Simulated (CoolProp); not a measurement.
Aqueous ethanol as a coolant, at -4 °C, 1 atm.

Values from CoolProp's Melinder's fits for secondary coolants.

| mass % | freezing point (°C) | cp (kJ/(kg K)) | conductivity (W/(m K)) | viscosity (mPa s) | Prandtl number |
|---|---|---|---|---|---|
| 11.7 | -5.3 | 4.430 | 0.488 | 4.48 | 40.7 |
| 17.6 | -9.2 | … | 0.457 | 5.98 | 57.8 |
| 23.5 | -14.1 | … | 0.426 | 7.36 | 74.4 |
| 29.4 | -19.6 | 4.166 | 0.398 | 8.35 | 87.5 |
| 35.2 | -25.1 | 3.999 | … | 8.81 | 94.9 |
| 41.1 | … | 3.828 | 0.346 | 8.76 | 96.9 |
| 47 | -35.4 | 3.667 | 0.322 | 8.32 | … |
| 52.9 | -39.7 | … | 0.300 | 7.64 | … |

**Question.** What belongs in the gaps?

**Answer.** 
- 17.6, cp (kJ/(kg K)): 4.407
- 23.5, cp (kJ/(kg K)): 4.311
- 35.2, conductivity (W/(m K)): 0.371
- 41.1, freezing point (°C): -30.5
- 47, Prandtl number: 94.6
- 52.9, cp (kJ/(kg K)): 3.509
- 52.9, Prandtl number: 89.2
